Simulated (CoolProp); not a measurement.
Vapour-liquid equilibrium of R22 (1) + ethanol (2) at 0.0879 MPa; x and y are mole fractions of (1).

Computed with CoolProp (multi-fluid Helmholtz-energy mixture model, Kamei 1995 and Schroeder 2014; pair parameters Bell 2016).

```tsv
x	bubble temperature (°C)	y at the bubble point	dew temperature at overall composition x (°C)	liquid density (mol/L)
0.05	?	0.916	73.6	16.98
0.2	?	0.997	69.4	17.62
0.35	?	0.999	64.5	17.66
0.5	-37.4	0.999	58.6	17.52
0.65	-39.5	1.000	51.0	?
0.8	-40.8	1.000	39.8	?
0.95	-42.8	1.000	?	16.54
```

**Question.** Complete the blanks.

**Answer.** 
- 0.05, bubble temperature (°C): 24.2
- 0.2, bubble temperature (°C): -20.0
- 0.35, bubble temperature (°C): -32.4
- 0.65, liquid density (mol/L): 17.27
- 0.8, liquid density (mol/L): 16.93
- 0.95, dew temperature at overall composition x (°C): 15.7

No azeotrope shows between x = 0.05 and 0.95.

The pair parameters rest on a limited set of measurements; away from them the model extrapolates. With so large a gap from Raoult's law the liquid may split in two, which this calculation doesn't test in full.
